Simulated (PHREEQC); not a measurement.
Make-up at 13 °C: 0.0064 mol/kgw HF, 0.00036 mol/kgw NH4F, 4.7e-05 mol/kgw (NH4)2SiF6 and 0.00012 mol/kgw HCl. Closed to the air; pH follows from the charge balance.

Equilibrium calculation in PHREEQC: ion-association model, wateq4f.dat.

No solid was allowed to form.

Problem. Order these F species by the share of F that they hold, largest first: HF2-, HF, SiF6-2, H2F2, F-.

Solution. HF (63 %), F- (30 %), SiF6-2 (4.0 %), H2F2 (2.2 %), HF2- (0.91 %)

The pH is 2.74 and the ionic strength 0.00241 mol/kgw. Away from 25 °C the constants follow the database's enthalpies or fits; those with neither stay at their 25 °C values. SiF6-2 is the database's only silicon fluoride.
